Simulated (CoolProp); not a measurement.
Vapour-liquid equilibrium of benzene (1) + p-xylene (2) at 380.9 K; x and y are mole fractions of (1).

Model: multi-fluid Helmholtz-energy mixture model, Thol 2012 and Zhou 2012; pair parameters Bell 2016, in CoolProp.

**Question.** Give the bubble pressure and the first vapour's composition at x = 0.35, 0.65, 0.8. Is there an azeotrope?

**Answer.** x = 0.35: 0.1021 MPa, y = 0.730; x = 0.65: 0.1566 MPa, y = 0.903; x = 0.8: 0.1841 MPa, y = 0.952. No azeotrope shows between x = 0.05 and 0.95.

Pair parameters are fitted to limited data, so mixtures are less certain than the pure fluids.
